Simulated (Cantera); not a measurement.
Input (Python, Cantera) and output of one run.

```python
import numpy as np
import cantera as ct

gas_names = [...]  # 110 gases of nasa_gas.yaml made of C, H, O
cond_names = """
    C(gr) C6H6(L) C7H8(L) C8H18(L),n-octa H2O(s) H2O(L)
""".split()


# ... load() reads the species with a 1 bar reference pressure and builds the phases ...
atoms = {
    'acetone': {'C': 3, 'H': 6, 'O': 1},
    'H2': {'H': 2},
}
top_T = {'C(gr)': 4500}  # K; cautious upper limits of use, not melting points


# ... equilibrate(T, P, feed) seeds the gas with the atoms and calls Mixture.equilibrate('TP', solver="vcs", rtol=1e-11, max_steps=5000) ...
results = []
feed = {'acetone': 1, 'H2': 0.65}  # mol
T = 2925  # K
P = 13332.2  # Pa
mix = equilibrate(T, P, feed)
results.append((T, P, feed, dict(zip(mix.species_names, mix.species_moles))))
print(gas.report(threshold=0.001))
for i in range(1, mix.n_phases):
    print(f"{mix.phase(i).name:16s} {mix.phase_moles(i):12.5e} mol")
```

Result:

```
       temperature   2925 K
          pressure   13332 Pa
           density   0.0040546 kg/m^3
  mean mol. weight   7.3962 kg/kmol
   phase of matter   gas

                          1 kg             1 kmol
                     ---------------   ---------------
          enthalpy        1.6808e+07        1.2432e+08  J
   internal energy         1.352e+07        9.9995e+07  J
           entropy             31906        2.3598e+05  J/K
    Gibbs function       -7.6517e+07       -5.6594e+08  J
 heat capacity c_p              4645             34356  J/K
 heat capacity c_v            3520.9             26041  J/K

                      mass frac. Y      mole frac. X     chem. pot. / RT
                     ---------------   ---------------   ---------------
                CO           0.71108           0.18777           -37.295
               C2H         0.0064571          0.001908           -18.976
    C2H2,acetylene          0.093279          0.026496           -30.678
                C3         0.0050171         0.0010298           -10.912
                 H          0.033963           0.24921           -11.701
                H2           0.14516           0.53257           -23.403
     [ +104 minor]         0.0050392         0.0010204

C(gr)             1.66514e+00 mol
```

Equilibrium computed with Cantera from the NASA thermochemical tables; the gas is ideal and each condensed phase is pure. The feed counts by its element totals alone.
